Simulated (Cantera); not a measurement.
## Thermodynamics of roasting and sulfation, feed FeS + O2 + H2O

A closed system holds: 1 mol FeS, 0.6 mol O2, 0.05 mol H2O, equilibrated at 1.00 bar.

Cantera equilibrium calculation (NASA polynomials, part measured and part estimated; ideal gas, pure solids and liquids). Candidate condensed phases: Fe, FeO, Fe(OH)2, Fe(OH)3, FeS, FeSO4, FeS2, Fe2O3, Fe2(SO4)3, Fe3O4, H2O, H2SO4, S; 22 gas species. Metal and sulfide melt together well below either melting point, which pure phases cannot show. Mutual solubility and eutectic melting of coexisting phases are not modelled. The tables' stoichiometric FeO is somewhat more stable than real wüstite, so its field is too wide. FeO, FeS: taken at fixed stoichiometry. Gases not in the tables: S3 to S7. The numbers say what is thermodynamically allowed, not how fast it happens.

From 725 K to 825 K the condensed part is FeS2(s) + Fe3O4(s). From 925 K to 1425 K the condensed part is FeS(s) + Fe3O4(s). From 1525 K to 1625 K the condensed part is FeO(s) + FeS(l).

```
T (K)  x SO2   x H2O      x S2      x SO  n FeS2(s)  n Fe3O4(s)  n FeS(s)  n FeO(s)  n FeS(l)
-----  -----  ------  --------  --------  ---------  ----------  --------  --------  --------
725    0.800   0.200  0.000181   2.66e-8      0.400       0.200         0         0         0
825    0.797   0.198   0.00243   5.86e-7      0.399       0.200         0         0         0
925    0.861   0.119    0.0148   6.52e-6          0       0.123     0.631         0         0
1025   0.851   0.118    0.0242   3.43e-5          0       0.125     0.626         0         0
1125   0.838   0.118    0.0362  0.000134          0       0.127     0.619         0         0
1225   0.823   0.117    0.0505  0.000416          0       0.129     0.612         0         0
1325   0.806   0.115    0.0664   0.00108          0       0.132     0.603         0         0
1425   0.787   0.114    0.0834   0.00246          0       0.135     0.594         0         0
1525   0.768  0.0995     0.112   0.00511          0           0         0     0.477     0.523
1625   0.738  0.0965     0.137   0.00949          0           0         0     0.495     0.505
```
x: gas mole fraction; n: condensed amount in mol.
